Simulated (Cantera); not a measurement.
A Cantera script and its output.

```python
import numpy as np
import cantera as ct

gas = ct.Solution("gri30.yaml")


def delay(T, t_max=10):
    gas.TPX = T, 101325, {'CH3OH': 1, 'O2': 2.94, 'N2': 11.1}
    reactor = ct.IdealGasConstPressureReactor(gas, clone=False)
    net = ct.ReactorNet([reactor])
    net.rtol, net.atol = 1e-8, 1e-16
    while net.time < t_max:
        t_old, T_old = net.time, reactor.T
        net.step()
        if reactor.T > T + 400:  # ignition: a rise of 400 K
            return t_old + (T + 400 - T_old) / (reactor.T - T_old) * (net.time - t_old)
    return np.nan


taus = []
for T in [1248, 1348, 1448, 1548, 1648, 1748, 1848]:
    taus.append(delay(T))
    print(f"T0 = {T:6g} K   tau = {taus[-1]:.4e} s")
```

Output:

```
T0 =   1248 K   tau = 5.2274e-03 s
T0 =   1348 K   tau = 1.3731e-03 s
T0 =   1448 K   tau = 4.6419e-04 s
T0 =   1548 K   tau = 1.9170e-04 s
T0 =   1648 K   tau = 9.1622e-05 s
T0 =   1748 K   tau = 4.8844e-05 s
T0 =   1848 K   tau = 3.2445e-05 s
```

Cantera simulation using GRI-Mech 3.0 (53 species, 325 reactions); the numbers are that mechanism's predictions, not measurements. GRI-Mech 3.0 was tuned for natural gas; its chemistry of methanol as a main component is partial and can be far from experiment.
